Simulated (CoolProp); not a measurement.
A simple Rankine cycle with R22: condensing at 309.15 K, boiler at 3.54 MPa, turbine inlet 391.4 K, turbine efficiency 0.6, pump efficiency 0.7, no recuperator. Each further row changes one setting.

Computed with CoolProp (reference Helmholtz-energy equation of state, Kamei 1995).

| case | thermal efficiency (%) | net work (kJ/kg) | heat in (kJ/kg) | turbine exit temperature (K) | volume ratio over the turbine |
|---|---|---|---|---|---|
| as stated | 6.0 | 13.1 | 217 | 346.8 | 2.56 |
| turbine inlet 411.4 K | 6.2 | 14.8 | 237 | 368.9 | 2.52 |
| condensing temperature 301.15 K | 7.1 | 16.2 | 227 | 338.8 | 3.13 |
| boiler pressure 2.48 MPa | 4.1 | 9.46 | 230 | 366.3 | 1.77 |
| turbine efficiency 0.5 | 4.8 | 10.5 | 217 | 350.0 | 2.60 |
